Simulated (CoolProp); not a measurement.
Vapour-liquid equilibrium of carbon dioxide (1) + carbonyl sulfide (2) at 899 kPa; x and y are mole fractions of (1).

Values from CoolProp's multi-fluid Helmholtz-energy mixture model, Span 1996 and Lemmon 2006; pair parameters Bell 2016.

```
x     bubble temperature, mixture model (°C)  bubble temperature, Raoult's law (°C)  y, mixture model  y, Raoult's law
----  --------------------------------------  -------------------------------------  ----------------  ---------------
0.05                                     1.0                                    4.4             0.264            0.218
0.15                                   -13.1                                   -6.2             0.551            0.491
0.25                                   -21.5                                  -14.2             0.687            0.653
0.35                                   -27.0                                  -20.4             0.764            0.757
0.45                                   -30.9                                  -25.5             0.815            0.829
0.55                                   -33.8                                  -29.8             0.853            0.880
0.65                                   -36.2                                  -33.4             0.885            0.919
0.75                                   -38.3                                  -36.6             0.915            0.949
0.85                                   -40.2                                  -39.3             0.946            0.973
0.95                                   -42.1                                  -41.8             0.980            0.992
```

The largest gap from Raoult's law is -7.3 K in bubble temperature, at x = 0.25. No azeotrope shows between x = 0.05 and 0.95.

Pair parameters are fitted to limited data, so mixtures are less certain than the pure fluids.
